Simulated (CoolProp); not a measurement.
The fluid at 615 K and 0.596 MPa is throttled through a valve to 0.391 MPa with no heat exchange. The same conditions are run with several fluids, on thermodynamics alone (safety and materials aside).

The numbers come from the reference Helmholtz-energy equation of state of each fluid (toluene: Lemmon 2006; propylene glycol: Eisenbach 2021; carbonyl sulfide: Lemmon 2006; benzene: Thol 2012; hydrogen sulfide: Lemmon 2006) in CoolProp.

**Question.** Rank toluene, propylene glycol, carbonyl sulfide, benzene, hydrogen sulfide by temperature change (K), highest first.

**Answer.** hydrogen sulfide (-0.7), carbonyl sulfide (-0.8), benzene (-1.2), propylene glycol (-1.3), toluene (-1.4)

```json
[
 {"fluid": "toluene", "final density (kg/m³)": "7.29"},
 {"fluid": "propylene glycol", "final density (kg/m³)": "5.99"},
 {"fluid": "carbonyl sulfide", "final density (kg/m³)": "4.62"},
 {"fluid": "benzene", "final density (kg/m³)": "6.11"},
 {"fluid": "hydrogen sulfide", "final density (kg/m³)": "2.62"}
]
```
